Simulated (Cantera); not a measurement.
**Roasting and sulfation: FeS + H2S + N2 + SO2**

Charge: 1 mol FeS, 0.11 mol H2S, 17 mol N2, 3.2 mol SO2, equilibrated at 101000 Pa.

Cantera equilibrium calculation (NASA polynomials, part measured and part estimated; ideal gas, pure solids and liquids). Candidate condensed phases: Fe, FeO, Fe(OH)2, Fe(OH)3, FeS, FeSO4, FeS2, Fe2O3, Fe2(SO4)3, Fe3O4, H2O, H2SO4, S; 38 gas species. Metal and sulfide melt together well below either melting point, which pure phases cannot show. Mutual solubility and eutectic melting of coexisting phases are not modelled. The tables' stoichiometric FeO is somewhat more stable than real wüstite, so its field is too wide. FeO, FeS: taken at fixed stoichiometry. Gases not in the tables: S3 to S7. Kinetics and transport are ignored.

At 773 K the condensed part is FeS2(s) + Fe3O4(s). At 873 K the condensed part is FeS(s) + FeS2(s). From 973 K to 1273 K the condensed part is FeS(s) + Fe3O4(s). At 1373 K the condensed part is FeO(s) + FeS(s). From 1473 K to 1573 K the condensed part is FeO(s) + FeS(l). From 1673 K to 1873 K the condensed part is FeO(l).

```tsv
T (K)	x N2	x SO2	x S2	x SO	x H2O	x S2O	n FeS2(s)	n Fe3O4(s)	n FeS(s)	n FeO(s)	n FeS(l)	n FeO(l)
773	0.848	0.146	0.000290	4.46e-8	0.00546	5.71e-5	0.682	0.106	0	0	0	0
873	0.836	0.155	0.00345	7.45e-7	0.00529	0.000350	0.0106	0	0.989	0	0	0
973	0.836	0.154	0.00479	4.51e-6	0.00529	0.000422	0	0.00921	0.972	0	0	0
1073	0.835	0.151	0.00746	2.03e-5	0.00527	0.000559	0	0.0319	0.904	0	0	0
1173	0.835	0.148	0.0107	7.04e-5	0.00523	0.000702	0	0.0598	0.821	0	0	0
1273	0.834	0.145	0.0145	0.000200	0.00518	0.000843	0	0.0919	0.724	0	0	0
1373	0.831	0.142	0.0193	0.000490	0.00510	0.00101	0	0	0.556	0.444	0	0
1473	0.828	0.133	0.0306	0.00110	0.00493	0.00135	0	0	0	0.768	0.232	0
1573	0.826	0.127	0.0377	0.00212	0.00477	0.00151	0	0	0	0.978	0.0218	0
1673	0.825	0.126	0.0380	0.00367	0.00464	0.00148	0	0	0	0	0	1.000
1773	0.825	0.125	0.0374	0.00595	0.00448	0.00143	0	0	0	0	0	1.000
1873	0.824	0.123	0.0365	0.00910	0.00430	0.00138	0	0	0	0	0	1.000
```
x: gas mole fraction; n: condensed amount in mol.
